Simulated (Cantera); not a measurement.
A closed system holds: 1 mol Si₃N₄, 5.1 mol F₂, 14 mol N₂, 14 mol O₂, held at 1948 K and 100 Torr.

Cantera equilibrium calculation (NASA polynomials, part measured and part estimated; ideal gas, pure solids and liquids). Candidate condensed phases: Si, SiO₂, Si₂N₂O, Si₃N₄; 28 gas species. The tables' values for SiF₃ are old estimates; treat these amounts as uncertain. The tables hold silica as quartz up to 1696 K and as liquid above; real silica turns to tridymite and cristobalite and melts near 1996 K. The numbers say what is thermodynamically allowed, not how fast it happens.

### Question
What is the equilibrium state?

### Answer
```json
{
 "x(N₂)": "0.495",
 "x(O₂)": "0.418",
 "x(SiF₄)": "0.0793",
 "x(NO)": "0.00739",
 "x(O)": "0.000786",
 "x(F)": "0.000109",
 "x(SiF₃)": "6.37e-5",
 "x(NO₂)": "7.22e-6",
 "n(SiO₂(condensed))": "0.450 mol",
 "gas_amount": "32.12 mol",
 "log10 activity of Si(l) (absent)": "-13.78"
}
```
